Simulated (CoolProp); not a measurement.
R1336mzz(Z) along the isotherm 230.3 K: fugacity coefficient from the reference equation and from simpler models built on Tc = 444.5 K, pc = 2.904 MPa, ω = 0.386; each cubic takes its own stable root.

Model: reference Helmholtz-energy equation of state, McLinden 2020, in CoolProp.

```json
[
 {"p (MPa)": "0.0907", "phase": "liquid", "reference": "0.02108", "van der Waals": "0.9584", "Soave-Redlich-Kwong": "0.02081", "Peng-Robinson": "0.02260"},
 {"p (MPa)": "0.181", "phase": "liquid", "reference": "0.01062", "van der Waals": "0.5430", "Soave-Redlich-Kwong": "0.01049", "Peng-Robinson": "0.01139"},
 {"p (MPa)": "0.272", "phase": "liquid", "reference": "0.007101", "van der Waals": "0.3647", "Soave-Redlich-Kwong": "0.007023", "Peng-Robinson": "0.007618"},
 {"p (MPa)": "0.363", "phase": "liquid", "reference": "0.005348", "van der Waals": "0.2758", "Soave-Redlich-Kwong": "0.005294", "Peng-Robinson": "0.005739"},
 {"p (MPa)": "0.454", "phase": "liquid", "reference": "0.004298", "van der Waals": "0.2226", "Soave-Redlich-Kwong": "0.004259", "Peng-Robinson": "0.004613"},
 {"p (MPa)": "0.544", "phase": "liquid", "reference": "0.003605", "van der Waals": "0.1875", "Soave-Redlich-Kwong": "0.003576", "Peng-Robinson": "0.003871"},
 {"p (MPa)": "0.635", "phase": "liquid", "reference": "0.003104", "van der Waals": "0.1621", "Soave-Redlich-Kwong": "0.003082", "Peng-Robinson": "0.003334"},
 {"p (MPa)": "0.726", "phase": "liquid", "reference": "0.002729", "van der Waals": "0.1431", "Soave-Redlich-Kwong": "0.002712", "Peng-Robinson": "0.002932"},
 {"p (MPa)": "0.817", "phase": "liquid", "reference": "0.002437", "van der Waals": "0.1284", "Soave-Redlich-Kwong": "0.002424", "Peng-Robinson": "0.002619"},
 {"p (MPa)": "0.907", "phase": "liquid", "reference": "0.002207", "van der Waals": "0.1167", "Soave-Redlich-Kwong": "0.002197", "Peng-Robinson": "0.002372"},
 {"p (MPa)": "0.998", "phase": "liquid", "reference": "0.002016", "van der Waals": "0.1070", "Soave-Redlich-Kwong": "0.002009", "Peng-Robinson": "0.002167"},
 {"p (MPa)": "1.09", "phase": "liquid", "reference": "0.001855", "van der Waals": "0.09893", "Soave-Redlich-Kwong": "0.001850", "Peng-Robinson": "0.001995"},
 {"p (MPa)": "1.18", "phase": "liquid", "reference": "0.001722", "van der Waals": "0.09223", "Soave-Redlich-Kwong": "0.001720", "Peng-Robinson": "0.001853"},
 {"p (MPa)": "1.27", "phase": "liquid", "reference": "0.001608", "van der Waals": "0.08648", "Soave-Redlich-Kwong": "0.001607", "Peng-Robinson": "0.001731"},
 {"p (MPa)": "1.36", "phase": "liquid", "reference": "0.001509", "van der Waals": "0.08150", "Soave-Redlich-Kwong": "0.001510", "Peng-Robinson": "0.001625"},
 {"p (MPa)": "1.45", "phase": "liquid", "reference": "0.001423", "van der Waals": "0.07714", "Soave-Redlich-Kwong": "0.001425", "Peng-Robinson": "0.001532"}
]
```

At some of these states van der Waals gives the other phase, because its saturation line lies elsewhere.
